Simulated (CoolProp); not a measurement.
Saturation properties of isopentane.

Model: reference Helmholtz-energy equation of state, Lemmon 2006, in CoolProp. It is a short technical equation, of lower accuracy than the large ones.

| T (K) | p (kPa) | liquid density (kg/m³) | vapour Z |
|---|---|---|---|
| 318.3 | 177.7 | 593.9 | 0.9347 |
| 323.8 | 209.5 | 587.9 | 0.9269 |
| 329.3 | 245.4 | 581.8 | 0.9184 |
| 334.8 | 285.7 | 575.6 | 0.9093 |
| 340.2 | … | … | 0.8998 |
| 345.7 | … | 562.9 | 0.8894 |
| 351.2 | 436.3 | 556.3 | 0.8783 |
| 356.7 | 498.1 | 549.5 | 0.8666 |
| 362.2 | 566.2 | 542.5 | … |
| 367.6 | 639.6 | 535.4 | 0.8410 |
| 373.1 | … | 528.0 | 0.8270 |

**Question.** Complete the blanks.

**Answer.** 
- 340.2, p (kPa): 330.1
- 340.2, liquid density (kg/m³): 569.4
- 345.7, p (kPa): 380.4
- 362.2, vapour Z: 0.8541
- 373.1, p (kPa): 721.4

It boils at 301.0 K under 1 atm.
